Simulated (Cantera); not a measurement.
Input (Python, Cantera) and output of one run.

```python
import numpy as np
import cantera as ct

gas_names = """
    C CO COS CO2 CS CS2 C2 C2O C3 C3O2 C4 C5 Mg MgO MgS Mg2 O O2 O3 S SO SO2 SO3 S2 S2O S8
""".split()
cond_names = """
    C(gr) Mg(cr) Mg(L) MgCO3(s) MgO(s) MgO(L) MgS(s) MgSO4(s) MgSO4(L) S(cr1) S(cr2) S(L)
""".split()


# ... load() reads the species with a 1 bar reference pressure and builds the phases ...
atoms = {
    'MgSO4': {'Mg': 1, 'S': 1, 'O': 4},
    'C': {'C': 1},
    'CO2': {'C': 1, 'O': 2},
}
top_T = {'C(gr)': 4500, 'MgS(s)': 2250}  # K; cautious upper limits of use, not melting points


# ... equilibrate(T, P, feed) seeds the gas with the atoms and calls Mixture.equilibrate('TP', solver="vcs", rtol=1e-11, max_steps=5000) ...
results = []
feed = {'MgSO4': 1, 'C': 0.34, 'CO2': 0.13}  # mol
P = 1000  # Pa
for T in [975, 1075, 1175, 1275, 1375, 1475, 1575, 1675, 1775, 1875, 1975]:
    mix = equilibrate(T, P, feed)
    results.append((T, P, feed, dict(zip(mix.species_names, mix.species_moles))))

top = {s: max(r[3][s] / sum(r[3][g] for g in gas_names) for r in results) for s in gas_names}
cols = sorted((s for s in top if top[s] > 0.0001), key=lambda s: -top[s])[:9]
seen = [c for c in cond_names if any(r[3].get(c, 0) > 1e-12 for r in results)]
print("log10 of partial pressures in bar; condensed amounts in mol")
print(f"{'T/K':>10s}" + "".join(f"{s[:9]:>10s}" for s in cols + seen))
for T, P, feed, n in results:
    ng = sum(n[g] for g in gas_names)
    print(f"{T:10.4g}" + "".join(f"{np.log10(max(n[s] / ng * P / 1e5, 1e-99)):10.3f}" for s in cols)
          + "".join(f"{n.get(c, 0):10.4g}" for c in seen))
```

It prints:

```
log10 of partial pressures in bar; condensed amounts in mol
       T/K       SO2       CO2        O2        CO       SO3        SO         O    MgO(s)  MgSO4(s)
       975    -2.228    -2.389    -7.648    -9.159    -5.665   -10.527   -13.966    0.6803    0.3197
      1075    -2.228    -2.407    -3.915    -9.635    -4.285   -10.886   -10.840    0.7154    0.2846
      1175    -2.215    -2.539    -3.020    -9.048    -4.225   -10.070    -9.346         1         0
      1275    -2.214    -2.539    -3.014    -8.070    -4.558    -9.017    -8.459         1         0
      1375    -2.213    -2.540    -3.011    -7.233    -4.843    -8.118    -7.702         1         0
      1475    -2.213    -2.540    -3.010    -6.511    -5.088    -7.340    -7.047         1         0
      1575    -2.212    -2.540    -3.009    -5.881    -5.302    -6.662    -6.475         1         0
      1675    -2.213    -2.541    -3.008    -5.328    -5.490    -6.065    -5.970         1         0
      1775    -2.213    -2.543    -3.006    -4.840    -5.656    -5.536    -5.522         1         0
      1875    -2.214    -2.547    -3.001    -4.410    -5.802    -5.067    -5.119         1         0
      1975    -2.217    -2.557    -2.990    -4.033    -5.931    -4.650    -4.754         1         0
```

Cantera equilibrium calculation (NASA polynomials, part measured and part estimated; ideal gas, pure solids and liquids). Mutual solubility and eutectic melting of coexisting phases are not modelled.
